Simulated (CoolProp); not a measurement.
Model: reference Helmholtz-energy equation of state, Schroeder 2014, in CoolProp.

**Question.** For ethanol, give the phase and the Z, cp (kJ/(kg K)), Joule-Thomson coefficient (K/MPa), isothermal compressibility (1/MPa) at 268.95 °C and 54800 kPa.

**Answer.** 
- 268.95 °C and 54800 kPa: supercritical; Z 0.919, cp 3.90, Joule-Thomson coefficient -0.00674, isothermal compressibility 0.00303
